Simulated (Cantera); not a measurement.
FeS + H2 (hydrogen reduction and annealing atmospheres)

Feed: 1 mol FeS, 63 mol H2, equilibrated at 0.100 bar.

Cantera equilibrium calculation (NASA polynomials, part measured and part estimated; ideal gas, pure solids and liquids). Candidate condensed phases: Fe, FeS, FeS2, S; 8 gas species. Metal and sulfide melt together well below either melting point, which pure phases cannot show. Mutual solubility and eutectic melting of coexisting phases are not modelled. FeS: taken at fixed stoichiometry. Gases not in the tables: S3 to S7. Equilibrium is a limit: real reactors are often held back by kinetics, nucleation or transport.

```csv
T (K),x H2,x H2S,x SH,x S2,x H,x Fe,x S,n Fe(α),n FeS(s),n Fe(γ),n FeS(l)
1098,0.998,0.00225,2.51e-7,1.90e-8,7.81e-8,1.16e-11,3.07e-11,0.142,0.858,0,0
1148,0.997,0.00310,7.61e-7,8.57e-8,2.26e-7,7.98e-11,1.83e-10,0.195,0.805,0,0
1198,0.996,0.00416,2.10e-6,3.41e-7,6.00e-7,4.64e-10,9.39e-10,0,0.738,0.262,0
1248,0.995,0.00546,5.35e-6,1.21e-6,1.47e-6,2.33e-9,4.24e-9,0,0.656,0.344,0
1298,0.993,0.00699,1.26e-5,3.91e-6,3.38e-6,1.03e-8,1.70e-8,0,0.559,0.441,0
1348,0.991,0.00876,2.79e-5,1.15e-5,7.28e-6,4.08e-8,6.13e-8,0,0.445,0.555,0
1398,0.989,0.0108,5.82e-5,3.11e-5,1.49e-5,1.46e-7,2.02e-7,0,0.314,0.686,0
1448,0.987,0.0130,0.000115,7.82e-5,2.90e-5,4.77e-7,6.09e-7,0,0.163,0.837,0
1498,0.985,0.0146,0.000204,0.000163,5.39e-5,1.44e-6,1.61e-6,0,0,0.953,0.0466
1548,0.984,0.0150,0.000321,0.000276,9.66e-5,4.03e-6,3.67e-6,0,0,1.000,0
1598,0.984,0.0146,0.000466,0.000405,0.000167,1.06e-5,7.54e-6,0,0,0.999,0
1648,0.984,0.0140,0.000654,0.000569,0.000279,2.61e-5,1.47e-5,0,0,0.998,0
```
x: gas mole fraction; n: condensed amount in mol.

From 1098 K to 1148 K the condensed part is Fe(α) + FeS(s). From 1198 K to 1448 K the condensed part is Fe(γ) + FeS(s). At 1498 K the condensed part is Fe(γ) + FeS(l). From 1548 K to 1648 K the condensed part is Fe(γ).
